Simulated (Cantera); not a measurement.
Feed: 1 mol CuO, 1.3 mol CO, a varied amount of H₂, equilibrated at 900 °C and 2.80 bar.

Equilibrium computed with Cantera from the NASA thermochemical tables; the gas is ideal and each condensed phase is pure. Candidate condensed phases: C, C₆H₆, C₇H₈, C₈H₁₈, Cu, CuO, Cu(OH)₂, Cu₂O, H₂O; 113 gas species. Equilibrium is a limit: real reactors are often held back by kinetics, nucleation or transport.

x: gas mole fraction; n: condensed amount in mol.

```json
[
 {"n(H₂) (mol)": "0.67", "x H₂": "0.154", "x CO": "0.338", "x CO₂": "0.322", "x H₂O": "0.186", "x CH₄": "3.59e-5", "x HCHO (formaldehyde)": "(withheld)", "x HCOOH": "1.36e-7", "n Cu(s)": "1.00"},
 {"n(H₂) (mol)": "1.1", "x H₂": "0.253", "x CO": "0.330", "x CO₂": "0.211", "x H₂O": "0.206", "x CH₄": "0.000140", "x HCHO (formaldehyde)": "(withheld)", "x HCOOH": "1.46e-7", "n Cu(s)": "1.00"},
 {"n(H₂) (mol)": "1.7", "x H₂": "0.364", "x CO": "0.302", "x CO₂": "0.132", "x H₂O": "0.202", "x CH₄": "0.000389", "x HCHO (formaldehyde)": "(withheld)", "x HCOOH": "1.31e-7", "n Cu(s)": "1.00"},
 {"n(H₂) (mol)": "2.8", "x H₂": "0.505", "x CO": "0.248", "x CO₂": "0.0684", "x H₂O": "0.177", "x CH₄": "0.000980", "x HCHO (formaldehyde)": "1.76e-7", "x HCOOH": "9.46e-8", "n Cu(s)": "1.00"},
 {"n(H₂) (mol)": "4.4", "x H₂": "0.628", "x CO": "0.193", "x CO₂": "0.0345", "x H₂O": "0.143", "x CH₄": "0.00180", "x HCHO (formaldehyde)": "1.70e-7", "x HCOOH": "5.94e-8", "n Cu(s)": "1.00"},
 {"n(H₂) (mol)": "7.1", "x H₂": "0.738", "x CO": "0.137", "x CO₂": "0.0156", "x H₂O": "0.107", "x CH₄": "0.00279", "x HCHO (formaldehyde)": "(withheld)", "x HCOOH": "3.16e-8", "n Cu(s)": "1.00"},
 {"n(H₂) (mol)": "11", "x H₂": "0.815", "x CO": "0.0956", "x CO₂": "0.00721", "x H₂O": "0.0783", "x CH₄": "0.00359", "x HCHO (formaldehyde)": "(withheld)", "x HCOOH": "1.61e-8", "n Cu(s)": "1.00"},
 {"n(H₂) (mol)": "18", "x H₂": "0.879", "x CO": "0.0608", "x CO₂": "0.00291", "x H₂O": "0.0535", "x CH₄": "0.00417", "x HCHO (formaldehyde)": "(withheld)", "x HCOOH": "7.01e-9", "n Cu(s)": "1.00"}
]
```

Some entries are withheld; supply them.


- 0.67, x HCHO (formaldehyde): 7.32e-8
- 1.1, x HCHO (formaldehyde): 1.17e-7
- 1.7, x HCHO (formaldehyde): 1.54e-7
- 7.1, x HCHO (formaldehyde): 1.42e-7
- 11, x HCHO (formaldehyde): 1.10e-7
- 18, x HCHO (formaldehyde): 7.51e-8
